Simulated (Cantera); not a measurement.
A Cantera script and what it prints.

```python
import numpy as np
import cantera as ct

gas_names = """
    H2O2 N H2 ZrO2 O NH3
""".split()
cond_names = """
    ZrN(s) ZrN(L) ZrO2(a) ZrO2(b) ZrO2(L)
""".split()


# ... load() reads the species with a 1 bar reference pressure and builds the phases ...
species = {s.name: s for s in load("nasa_gas.yaml", gas_names) + load("nasa_condensed.yaml", cond_names)}
# Each term lists the table entries of one substance; the one whose range holds T is used.
reactions = {
    'ZrN + H2O2(g) = N(g) + H2(g) + ZrO2(g)':
        [(-1, ['ZrN(s)', 'ZrN(L)']), (-1, ['H2O2']), (1, ['N']), (1, ['H2']), (1, ['ZrO2'])],
    '3 H2O2(g) + 2 ZrN = 2 O(g) + 2 ZrO2 + 2 NH3(g)':
        [(-3, ['H2O2']), (-2, ['ZrN(s)', 'ZrN(L)']), (2, ['O']), (2, ['ZrO2(a)', 'ZrO2(b)', 'ZrO2(L)']), (2, ['NH3'])],
}


def pick(names, T):
    return next(species[n] for n in names if species[n].thermo.min_temp <= T <= species[n].thermo.max_temp)


results = []
for label, terms in reactions.items():
    print(label)
    print("     T/K   dH/kJ  dS/(J/K)   dG/kJ   log10 K")
    for T in [773, 973, 1173, 1373, 1573, 1773, 1973, 2173]:
        used = [(nu, pick(names, T)) for nu, names in terms]
        dH = sum(nu * s.thermo.h(T) for nu, s in used) / 1e6
        dS = sum(nu * s.thermo.s(T) for nu, s in used) / 1e3
        dG = dH - T * dS / 1e3
        logK = -dG * 1e6 / (ct.gas_constant * T * np.log(10))
        results.append((label, T, dH, dS, dG, logK, [s.name for _, s in used]))
        print(f"{T:8g} {dH:8.1f} {dS:8.1f} {dG:8.1f} {logK:8.2f}")
```

Result:

```
ZrN + H2O2(g) = N(g) + H2(g) + ZrO2(g)
     T/K   dH/kJ  dS/(J/K)   dG/kJ   log10 K
     773    689.9    289.2    466.3   -31.51
     973    688.8    288.0    408.6   -21.93
    1173    687.0    286.3    351.2   -15.64
    1373    684.5    284.4    294.1   -11.19
    1573    681.5    282.3    237.4    -7.88
    1773    677.9    280.2    181.2    -5.34
    1973    673.9    278.0    125.4    -3.32
    2173    669.4    275.9     70.0    -1.68
3 H2O2(g) + 2 ZrN = 2 O(g) + 2 ZrO2 + 2 NH3(g)
     T/K   dH/kJ  dS/(J/K)   dG/kJ   log10 K
     773   -641.1     43.5   -674.7    45.59
     973   -638.3     46.7   -683.8    36.71
    1173   -635.8     49.1   -693.4    30.87
    1373   -633.2     51.1   -703.4    26.76
    1573   -619.9     60.1   -714.5    23.73
    1773   -620.4     59.9   -726.5    21.40
    1973   -621.5     59.3   -738.4    19.55
    2173   -623.3     58.4   -750.2    18.03
```

Cantera with NASA thermochemical tables; ideal gases at 1 bar, condensed phases pure. ZrN: taken at fixed stoichiometry. Condensed species are held in their standard states even where they would react or evaporate.
